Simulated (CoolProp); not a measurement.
A Linde-Hampson liquefier for methane: isothermal reversible compression at 290 K from 1 atm to 15 MPa, throttling to 1 atm, return gas leaving the recuperator 10 K below the feed. Each further row changes one setting.

Values from CoolProp's reference Helmholtz-energy equation of state, Setzmann 1991.

| case | liquid yield per pass | compression work (kJ/kg of gas) |
|---|---|---|
| as stated | … | 712 |
| high pressure 30 MPa | … | … |
| warm-end temperature 320 K | 0.108 | 801 |
| warm-end gap 15 K | 0.144 | 712 |

Task: What belongs in the gaps?

Result: 
- as stated, liquid yield per pass: 0.155
- high pressure 30 MPa, liquid yield per pass: 0.237
- high pressure 30 MPa, compression work (kJ/kg of gas): 798
